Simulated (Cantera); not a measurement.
Input: 1 mol SiCl₄, 3.8 mol HCl, 7.7 mol H₂, equilibrated at 1298.15 K and 0.160 bar.

These are equilibrium values from Cantera (NASA tables, ideal gas, pure condensed phases), not measurements of a reactor. Candidate condensed phases: Si; 19 gas species. The tables' values for SiCl₃ are old estimates; treat these amounts as uncertain. Rates play no part.

Base state: H₂ 0.601, HCl 0.320, SiCl₄ 0.0650, SiCl₃ 0.00584, SiHCl₃ 0.00551, SiCl₂ 0.00314, SiH₂Cl₂ 6.58e-5 (mole fractions); condensed: gas only.

**Question.** What changes in the equilibrium state with this change: temperature from 1298.15 K to 850 K?

**Answer.** 
```
species   before    after
-------  -------  -------
H₂         0.601    0.616
HCl        0.320    0.304
SiCl₄     0.0650   0.0797
SiCl₂    0.00314  2.08e-9
SiCl₃    0.00584  1.53e-6
SiH₂Cl₂  6.58e-5  7.91e-8
```

**Question.** What changes in the equilibrium state with this change: SiCl₄ replaced by Si?

**Answer.** 
```
species      before     after
----------  -------  --------
H₂            0.601     0.825
HCl           0.320    0.0905
SiCl₄        0.0650    0.0319
SiCl₂       0.00314    0.0264
SiHCl₃      0.00551    0.0131
SiCl₃       0.00584    0.0119
SiH₃Cl      2.21e-7   1.24e-5
SiH₂Cl₂     6.58e-5  0.000762
Si(s), mol        0    0.0804
```

**Question.** What changes in the equilibrium state with this change: HCl from 3.8 to 0.73 mol?

**Answer.** 
```tsv
species	before	after
H₂	0.601	0.756
HCl	0.320	0.140
SiCl₄	0.0650	0.0575
SiCl₂	0.00314	0.0182
SiHCl₃	0.00551	0.0140
SiCl₃	0.00584	0.0132
SiH₂Cl₂	6.58e-5	0.000481
```
